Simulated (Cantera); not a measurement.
What does this Cantera script print?

```python
import numpy as np
import cantera as ct

gas_names = """
    NO2 N2 O2
""".split()
cond_names = """

""".split()


# ... load() reads the species with a 1 bar reference pressure and builds the phases ...
species = {s.name: s for s in load("nasa_gas.yaml", gas_names) + load("nasa_condensed.yaml", cond_names)}
# Each term lists the table entries of one substance; the one whose range holds T is used.
reactions = {
    '2 NO2(g) = N2(g) + 2 O2(g)':
        [(-2, ['NO2']), (1, ['N2']), (2, ['O2'])],
}


def pick(names, T):
    return next(species[n] for n in names if species[n].thermo.min_temp <= T <= species[n].thermo.max_temp)


results = []
for label, terms in reactions.items():
    print(label)
    print("     T/K   dH/kJ  dS/(J/K)   dG/kJ   log10 K")
    for T in [300, 1348, 1373, 1398, 1423, 1448, 1473, 1498, 1523, 1548, 1573, 1598]:
        used = [(nu, pick(names, T)) for nu, names in terms]
        dH = sum(nu * s.thermo.h(T) for nu, s in used) / 1e6
        dS = sum(nu * s.thermo.s(T) for nu, s in used) / 1e3
        dG = dH - T * dS / 1e3
        logK = -dG * 1e6 / (ct.gas_constant * T * np.log(10))
        results.append((label, T, dH, dS, dG, logK, [s.name for _, s in used]))
        print(f"{T:8g} {dH:8.1f} {dS:8.1f} {dG:8.1f} {logK:8.2f}")
```

Result:

```
2 NO2(g) = N2(g) + 2 O2(g)
     T/K   dH/kJ  dS/(J/K)   dG/kJ   log10 K
     300    -68.4    121.6   -104.9    18.26
    1348    -68.4    124.9   -236.8     9.17
    1373    -68.5    124.8   -239.9     9.13
    1398    -68.6    124.8   -243.0     9.08
    1423    -68.7    124.7   -246.1     9.03
    1448    -68.8    124.6   -249.2     8.99
    1473    -68.9    124.5   -252.4     8.95
    1498    -69.0    124.4   -255.5     8.91
    1523    -69.2    124.4   -258.6     8.87
    1548    -69.3    124.3   -261.7     8.83
    1573    -69.4    124.2   -264.8     8.79
    1598    -69.5    124.1   -267.9     8.76
```

Cantera with NASA thermochemical tables; ideal gases at 1 bar, condensed phases pure. Condensed species are held in their standard states even where they would react or evaporate.
